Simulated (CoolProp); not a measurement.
Model: reference Helmholtz-energy equation of state, Thol 2021, in CoolProp.

Problem. Give the vapour pressure (MPa), vapour density (kg/m³), enthalpy of vaporisation (kJ/kg) of saturated chlorine at 292.4 K.

Solution. 
| T (K) | p (MPa) | vapour density (kg/m³) | enthalpy of vaporisation (kJ/kg) |
|---|---|---|---|
| 292.4 | 0.662 | 21.4 | 252 |
